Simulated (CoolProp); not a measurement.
Values from CoolProp's reference Helmholtz-energy equation of state, Gao 2016.

Question: For sulfur dioxide, give the phase and the density (kg/m³), cp (kJ/(kg K)), cv (kJ/(kg K)), Joule-Thomson coefficient (K/MPa) at 435.5 K and 283 bar.

Answer: 
- 435.5 K and 283 bar: supercritical; density 1040, cp 1.50, cv 0.756, Joule-Thomson coefficient 0.272
